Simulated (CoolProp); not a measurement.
A simple Rankine cycle with R114: condensing at 322.15 K, boiler at 1.52 MPa, turbine inlet 378.5 K, turbine efficiency 0.6, pump efficiency 0.7, no recuperator. Each further row changes one setting.

The numbers come from the reference Helmholtz-energy equation of state, Platzer 1990 in CoolProp. This equation is an older, rougher fit; its heat capacities, sound speeds and derivatives of the liquid may be far off and weren't checked against measurements.

```
case                             thermal efficiency (%)  net work (kJ/kg)  heat in (kJ/kg)  turbine exit temperature (K)  volume ratio over the turbine
-------------------------------  ----------------------  ----------------  ---------------  ----------------------------  -----------------------------
as stated                                           6.5               [?]              146                           [?]                           4.11
turbine inlet 398.5 K                               6.5              10.8              166                         369.6                           3.88
condensing temperature 314.15 K                     7.4               [?]              155                           [?]                           5.17
boiler pressure 1.06 MPa                            [?]              7.65              [?]                           [?]                           2.59
turbine efficiency 0.5                              5.3              7.79              146                         348.9                           4.15
```

Fill in the missing entries.


- as stated, net work (kJ/kg): 9.58
- as stated, turbine exit temperature (K): 346.7
- condensing temperature 314.15 K, net work (kJ/kg): 11.5
- condensing temperature 314.15 K, turbine exit temperature (K): 342.7
- boiler pressure 1.06 MPa, thermal efficiency (%): 5.0
- boiler pressure 1.06 MPa, heat in (kJ/kg): 154
- boiler pressure 1.06 MPa, turbine exit temperature (K): 359.2
